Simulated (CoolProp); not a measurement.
Methane at 298.15 K and 0.889 MPa flows at 0.1 m/s in a round tube of 12.7 mm bore and 15 µm roughness, fully developed (64/Re and Nu = 3.66 if laminar; Colebrook and Gnielinski if turbulent). Each further row changes one setting.

The numbers come from the reference Helmholtz-energy equation of state, Setzmann 1991 in CoolProp.

```tsv
case	Reynolds number	Darcy friction factor	pressure drop (Pa/m)	heat-transfer coefficient (W/(m² K))	mass flow (kg/h)
as stated	656	0.0975	0.224	9.99	0.266
velocity 0.2 m/s	1310	0.0487	0.449	9.99	0.533
diameter 25.4 mm	1310	0.0487	0.0561	5.00	1.07
```

Viscosity comes from a separate model (Quiñones-Cisneros 2006). Thermal conductivity comes from a separate model (Friend 1989).
